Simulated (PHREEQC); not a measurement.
0.1 g of hydrous ferric oxide (600 m²/g; 0.2 weak and 0.005 strong sites per Fe, Dzombak-Morel constants, diffuse double layer) in 1 kg of water with 0.005 mol/kgw of an inert sodium salt and 2.8e-07 mol/kgw NaH2PO4 and 3.4e-05 mol/kgw MgCl2, at 25 °C; the pH is set by adding NaOH or the inert anion's acid. Oxygen is held at 0.21 atm. CO2 from the air is kept out. No solid was allowed to form.

Base run: PHREEQC, ion-association model, wateq4f.dat. Each further column changes one thing. The table gives P sorbed (%).

```csv
pH,base,no electrostatic term (-no_edl),background salt from 0.005 to 0.0005 mol/kgw,oxide from 0.1 to 0.5 g/kgw,8.7e-05 mol/kgw ZnSO4 added
3,100.0,83.6,100.0,100.0,99.9
3.5,100.0,84.8,100.0,100.0,100.0
4,100.0,85.3,100.0,100.0,100.0
4.5,100.0,85.7,100.0,100.0,100.0
5,100.0,86.6,100.0,100.0,100.0
5.5,100.0,88.7,100.0,100.0,100.0
6.5,100.0,95.5,100.0,100.0,100.0
7,100.0,97.2,100.0,100.0,100.0
7.5,99.8,97.6,99.8,100.0,100.0
8,98.5,97.4,98.8,99.7,99.9
8.5,92.4,96.5,93.7,97.6,99.3
9,66.4,94.2,69.3,82.9,95.9
```

H3PO4, which wateq4f.dat lacks, is added to it with the constant of phreeqc.dat. The oxide is taken as insoluble; below pH 4 it would dissolve. The database has no phosphate complexes of Zn.
